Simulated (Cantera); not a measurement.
Input: 1 mol FeS2, 5.1 mol O2, 30 mol N2, equilibrated at 2.30 bar.

Cantera equilibrium calculation (NASA polynomials, part measured and part estimated; ideal gas, pure solids and liquids). Candidate condensed phases: Fe, FeO, FeS, FeSO4, FeS2, Fe2O3, Fe2(SO4)3, Fe3O4, S; 19 gas species. The numbers say what is thermodynamically allowed, not how fast it happens.

**Question.** Which condensed phases are stable at each of these points (T (°C)): 650, 700, 750, 800, 850, 900, 950, 1000, 1050, 1100, 1150, 1200, 1250?

**Answer.** 
```
T (°C)         condensed phases  Fe condensed (%)
------  -----------------------  ----------------
650     Fe2O3(s) + Fe2(SO4)3(s)             100.0
700                    Fe2O3(s)             100.0
750                    Fe2O3(s)             100.0
800                    Fe2O3(s)             100.0
850                    Fe2O3(s)             100.0
900                    Fe2O3(s)             100.0
950                    Fe2O3(s)             100.0
1000                   Fe2O3(s)             100.0
1050                   Fe2O3(s)             100.0
1100                   Fe2O3(s)             100.0
1150                   Fe2O3(s)             100.0
1200                   Fe2O3(s)             100.0
1250                   Fe2O3(s)             100.0
```

At 650 °C the condensed part is Fe2O3(s) + Fe2(SO4)3(s). From 700 °C to 1250 °C the condensed part is Fe2O3(s).
